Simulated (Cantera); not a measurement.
## Stirred combustor or abatement burner

A perfectly stirred reactor is fed with 4.57 % CH₄, 1.14 % CO, 19.8 % O₂, 74.5 % N₂, at 760 Torr; it is adiabatic with a 725 K inlet, and is followed from long to short residence time, starting on the burning branch (τ in s: 0.021, 0.012, 0.0064, 0.0036, 0.002, 0.0011, 0.00062, 0.00035, 0.00019, 0.00011, 6e-05).

Model: GRI-Mech 3.0 (53 species, 325 reactions), integrated in Cantera.

| τ (s) | T (K) | x CH₄ | x CO | x O₂ | x HCO | x OH | x H |
|---|---|---|---|---|---|---|---|
| 0.021 | 1809 | 2.04e-5 | 0.000884 | 0.102 | 5.45e-8 | 0.00187 | 5.91e-5 |
| 0.012 | 1802 | 2.90e-5 | 0.00127 | 0.102 | 9.75e-8 | 0.00220 | 9.96e-5 |
| 0.0064 | 1792 | 4.33e-5 | 0.00191 | 0.102 | 1.87e-7 | 0.00261 | 0.000177 |
| 0.0036 | 1779 | 6.28e-5 | 0.00276 | 0.102 | 3.38e-7 | 0.00301 | 0.000296 |
| 0.0020 | 1761 | 9.33e-5 | 0.00400 | 0.102 | 6.17e-7 | 0.00343 | 0.000486 |
| 0.0011 | 1736 | 0.000143 | 0.00581 | 0.103 | 1.13e-6 | 0.00381 | 0.000776 |
| 0.00062 | 1704 | 0.000226 | 0.00830 | 0.104 | 1.99e-6 | 0.00407 | 0.00115 |
| 0.00035 | 1662 | 0.000380 | 0.0120 | 0.106 | 3.50e-6 | 0.00415 | 0.00159 |
| 0.00019 | 1600 | 0.000771 | 0.0180 | 0.110 | 6.39e-6 | 0.00384 | 0.00194 |
| 0.00011 | 725 | 0.0457 | 0.0114 | 0.198 | <1e-12 | <1e-12 | <1e-12 |
| 6.0e-5 | 725 | 0.0457 | 0.0114 | 0.198 | <1e-12 | <1e-12 | <1e-12 |
x: mole fraction; the columns are a selection and need not sum to one.
